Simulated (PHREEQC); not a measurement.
Dissolve 0.0014 mol/kgw NaCl, 0.0064 mol/kgw MnCl2 and 0.015 mol/kgw MgCl2 at 25 °C and 50 atm. Closed to the air; pH follows from the charge balance.

Model: ion-association model, phreeqc.dat, run in PHREEQC.

Precipitation was switched off in this run.

Task: Predict the pH, specific conductance, density.

Result: pH 6.48; specific conductance 4540 µS/cm; density 1.001 g/cm³.

Task: In which forms is Mn present?

Result: Mn+2 93 %, MnCl+ 7.4 % of the Mn.

Species that the database lacks are ignored. Under pressure, the constants of complexes without a molar volume in the database are unreliable.
